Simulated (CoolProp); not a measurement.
R125 along the isotherm 383.4 K: fugacity coefficient from the reference equation and from simpler models built on Tc = 339.2 K, pc = 3618 kPa, ω = 0.305; each cubic takes its own stable root.

Computed with CoolProp (reference Helmholtz-energy equation of state, Lemmon 2005).

```tsv
p (kPa)	phase	reference	van der Waals	Redlich-Kwong	Soave-Redlich-Kwong	Peng-Robinson
362	gas	0.9779	0.9781	0.9763	0.9782	0.9749
724	gas	0.9560	0.9563	0.9530	0.9567	0.9504
1090	gas	0.9341	0.9344	0.9296	0.9352	0.9260
1450	gas	0.9129	0.9129	0.9069	0.9144	0.9025
1810	gas	0.8918	0.8914	0.8845	0.8938	0.8794
2170	gas	0.8710	0.8701	0.8623	0.8735	0.8568
2530	gas	0.8505	0.8487	0.8404	0.8535	0.8347
2890	gas	0.8301	0.8273	0.8187	0.8337	0.8129
3260	gas	0.8094	0.8054	0.7966	0.8136	0.7910
3620	supercritical	0.7895	0.7839	0.7754	0.7944	0.7702
3980	supercritical	0.7697	0.7623	0.7544	0.7754	0.7498
4340	supercritical	0.7502	0.7406	0.7335	0.7567	0.7298
4700	supercritical	0.7309	0.7187	0.7130	0.7383	0.7103
5070	supercritical	0.7114	0.6960	0.6921	0.7198	0.6908
5430	supercritical	0.6926	0.6740	0.6722	0.7021	0.6724
```
